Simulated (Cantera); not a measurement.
Mixture: CH₄ : O₂ : N₂ : CO₂ = 1 : 1.11 : 4.78 : 1.6 (molar parts), at 1.00 bar, adiabatic and at constant volume. Ignition delay is the time to a rise of 400 K.

Computed with Cantera and GRI-Mech 3.0 (53 species, 325 reactions).

Q: Predict: delay at 1200 K; delay at 1350 K; delay at 1500 K; delay at 1650 K; apparent activation energy between 1575 and 1725 K.

A: 
```json
{
  "delay at 1200 K": "96.8 ms",
  "delay at 1350 K": "13.2 ms",
  "delay at 1500 K": "2.23 ms",
  "delay at 1650 K": "0.505 ms",
  "apparent activation energy between 1575 and 1725 K": "200 kJ/mol"
}
```
